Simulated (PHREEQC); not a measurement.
A solution holds 1.1 mol/kgw MgSO4, 2.7 mol/kgw KCl and 4.7 mol/kgw MgCl2, at 20 °C. Closed to the air; pH follows from the charge balance.

Equilibrium calculation in PHREEQC: Pitzer model, pitzer.dat.

```tsv
quantity	before	after
MgOH+ (mol/kgw)	1.22e-5	4.81e-7
HSO4- (mol/kgw)	1.16e-5	1.68e-7
SI of Arcanite (K2SO4)	+0.07	-2.05
SI of Epsomite (MgSO4:7H2O)	+0.10	-1.47
```

Name the change that produced these shifts.
A. diluted 10-fold with water
B. diluted 2-fold with water
C. MgCl2 left out
D. MgCl2 from 4.7 to 0.47 mol/kgw
E. temperature from 20 to 35 °C

A, diluted 10-fold with water

No solid was allowed to form. Some of these states are supersaturated (in Sylvite, Kieserite, for instance).
